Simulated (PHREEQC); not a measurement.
A PHREEQC input (ion-association model, phreeqc.dat):

```
SOLUTION 1
  temp 25
  units ug/L
  pH 6.45
  pe 10.2
  Na 0.156
  K 0.0999
  Ca 3.63
  Mg 0.297
  Cl 2.54
  S(6) 0.504 as SO4
  Alkalinity 7.89 as HCO3
  Zn 0.00474
  Si 0.291 as SiO2
END
USE solution 1
EQUILIBRIUM_PHASES 1
  Quartz 0 0.5
  CO2(g) -2.5 10
END
```

The run finishes without an error or a warning.

Its last state differs from that of the intended input:

| quantity | as run | intended |
|---|---|---|
| pH | 5.16 | 6.42 |
| ionic strength (mol/kgw) | 7.20e-6 | 0.000321 |
| HCO3- (mol/kgw) | 7.00e-6 | 0.000129 |
| H3SiO4- (mol/kgw) | 2.26e-9 | 4.17e-8 |
| CO3-2 (mol/kgw) | 4.83e-11 | 1.71e-8 |

Q: One thing in the input isn't as intended. What explains the difference?

A: Several could match; the one computed here: The fault: the units line changed with the numbers kept. The line should read `units mg/L` where the input has `units ug/L`.
